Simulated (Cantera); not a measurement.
Equilibrium for silicon carbide growth: Si(CH3)4 + C2H2 + H2

Feed: 1 mol Si(CH3)4, 0.0063 mol C2H2, 250 mol H2, held at 1.33 mbar.

Equilibrium computed with Cantera from the NASA thermochemical tables; the gas is ideal and each condensed phase is pure. Candidate condensed phases: C, C6H6, C7H8, C8H18, Si, SiC; 87 gas species. Equilibrium is a limit: real reactors are often held back by kinetics, nucleation or transport.

```json
[
 {"T (K)": "1025", "x H2": "1.000", "x H": "1.19e-7", "x C2H2 (acetylene)": "2.21e-9", "x Si": "<1e-12", "x SiC2": "<1e-12", "x C2H": "<1e-12", "x CH4": "9.80e-5", "x Si2C": "<1e-12", "n C(graphite)": "2.99", "n SiC(s)": "1.00"},
 {"T (K)": "1175", "x H2": "1.000", "x H": "3.36e-6", "x C2H2 (acetylene)": "6.37e-8", "x Si": "<1e-12", "x SiC2": "<1e-12", "x C2H": "<1e-12", "x CH4": "2.55e-5", "x Si2C": "<1e-12", "n C(graphite)": "3.01", "n SiC(s)": "1.00"},
 {"T (K)": "1325", "x H2": "1.000", "x H": "4.48e-5", "x C2H2 (acetylene)": "8.51e-7", "x Si": "2.38e-10", "x SiC2": "<1e-12", "x C2H": "<1e-12", "x CH4": "8.95e-6", "x Si2C": "<1e-12", "n C(graphite)": "3.01", "n SiC(s)": "1.00"},
 {"T (K)": "1475", "x H2": "1.000", "x H": "0.000355", "x C2H2 (acetylene)": "6.67e-6", "x Si": "2.85e-8", "x SiC2": "4.00e-11", "x C2H": "3.81e-12", "x CH4": "3.87e-6", "x Si2C": "3.55e-11", "n C(graphite)": "3.01", "n SiC(s)": "1.000"},
 {"T (K)": "1625", "x H2": "0.998", "x H": "0.00193", "x C2H2 (acetylene)": "3.55e-5", "x Si": "1.40e-6", "x SiC2": "6.53e-9", "x C2H": "2.64e-10", "x CH4": "1.95e-6", "x Si2C": "5.25e-9", "n C(graphite)": "2.99", "n SiC(s)": "1.000"},
 {"T (K)": "1775", "x H2": "0.992", "x H": "0.00789", "x C2H2 (acetylene)": "0.000141", "x Si": "3.53e-5", "x SiC2": "4.44e-7", "x C2H": "8.85e-9", "x CH4": "1.10e-6", "x Si2C": "3.28e-7", "n C(graphite)": "2.95", "n SiC(s)": "0.990"},
 {"T (K)": "1925", "x H2": "0.973", "x H": "0.0258", "x C2H2 (acetylene)": "0.000446", "x Si": "0.000536", "x SiC2": "1.54e-5", "x C2H": "1.70e-7", "x CH4": "6.60e-7", "x Si2C": "1.06e-5", "n C(graphite)": "2.92", "n SiC(s)": "0.846"},
 {"T (K)": "2075", "x H2": "0.925", "x H": "0.0702", "x C2H2 (acetylene)": "0.00115", "x Si": "0.00333", "x SiC2": "0.000193", "x C2H": "2.08e-6", "x CH4": "4.00e-7", "x Si2C": "7.55e-5", "n C(graphite)": "3.28", "n SiC(s)": "0"},
 {"T (K)": "2225", "x H2": "0.832", "x H": "0.162", "x C2H2 (acetylene)": "0.00244", "x Si": "0.00316", "x SiC2": "0.000334", "x C2H": "1.76e-5", "x CH4": "2.30e-7", "x Si2C": "1.57e-5", "n C(graphite)": "2.44", "n SiC(s)": "0"},
 {"T (K)": "2375", "x H2": "0.675", "x H": "0.317", "x C2H2 (acetylene)": "0.00419", "x Si": "0.00275", "x SiC2": "0.000488", "x C2H": "0.000107", "x CH4": "1.13e-7", "x Si2C": "3.29e-6", "n C(graphite)": "1.02", "n SiC(s)": "0"}
]
```
x: gas mole fraction; n: condensed amount in mol.

From 1025 K to 1925 K the condensed part is C(graphite) + SiC(s). From 2075 K to 2375 K the condensed part is C(graphite).
